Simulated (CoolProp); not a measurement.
Vapour-liquid equilibrium of n-octane (1) + o-xylene (2) at 5.8 bar; x and y are mole fractions of (1).

Computed with CoolProp (multi-fluid Helmholtz-energy mixture model, Beckmüller 2019 and Zhou 2012; pair parameters Bell 2016).

| x | bubble temperature, mixture model (K) | bubble temperature, Raoult's law (K) | y, mixture model | y, Raoult's law |
|---|---|---|---|---|
| 0.05 | 496.7 | 496.9 | 0.071 | 0.073 |
| 0.15 | 493.8 | 494.2 | 0.203 | 0.208 |
| 0.25 | 491.1 | 491.7 | 0.322 | 0.332 |
| 0.35 | 488.6 | 489.3 | 0.432 | 0.446 |
| 0.45 | 486.3 | 487.0 | 0.533 | 0.551 |
| 0.55 | 484.2 | 484.8 | 0.628 | 0.648 |
| 0.65 | 482.2 | 482.7 | 0.717 | 0.737 |
| 0.75 | 480.3 | 480.7 | 0.802 | 0.819 |
| 0.85 | 478.4 | 478.7 | 0.883 | 0.896 |
| 0.95 | 476.7 | 476.8 | 0.962 | 0.966 |

The largest gap from Raoult's law is -0.7 K in bubble temperature, at x = 0.35. No azeotrope shows between x = 0.05 and 0.95.

The pair parameters rest on a limited set of measurements; away from them the model extrapolates.
